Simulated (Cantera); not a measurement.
An isothermal, constant-pressure homogeneous reactor starts with 29.0 % C2H4, 71.0 % H2, at 2023 K and 2670 Pa.

Detailed kinetics in Cantera: GRI-Mech 3.0 (53 species, 325 reactions). GRI-Mech 3.0 was tuned for natural gas; its chemistry of ethylene as a main component is partial and can be far from experiment. GRI-Mech 3.0 stops at C3 and has no aromatics, soot or wall deposition, so with more carbon than oxygen in the feed, carbon stays in small species such as C2H2 where larger ones or solid carbon would form. Radical loss at walls, strong at low pressure, is not modelled.

One state of this run: x C2H4 = 0.185; x H2 = 0.733; x CH4 = 1.46e-5; x C2H = 6.60e-7; x C2H2 = 0.0807; x CH3 = 9.64e-7; x H = 0.000298. x: mole fraction; the columns are a selection and need not sum to one.

### Question
Which value of t (s) does it belong to?
(A) 9.15e-5
(B) 0.0400
(C) 80.0
(D) 0.000418

### Answer
D, 0.000418
